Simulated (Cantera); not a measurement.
Mixture: 7.40 % CH₄, 19.5 % O₂, 73.2 % N₂, equivalence ratio 0.76, at 1.30 bar, adiabatic and at constant pressure. Ignition delay is the time to a rise of 400 K.

Computed with Cantera and GRI-Mech 3.0 (53 species, 325 reactions).

### Question
Predict: delay at 1298 K; delay at 1498 K; delay at 1698 K; delay at 1898 K; delay at 2098 K; apparent activation energy between 1998 and 2198 K.

### Answer
```
Item                                                     Value
--------------------------------------------------  ----------
delay at 1298 K                                        8.49 ms
delay at 1498 K                                       0.884 ms
delay at 1698 K                                       0.167 ms
delay at 1898 K                                        49.7 µs
delay at 2098 K                                        19.5 µs
apparent activation energy between 1998 and 2198 K  150 kJ/mol
```
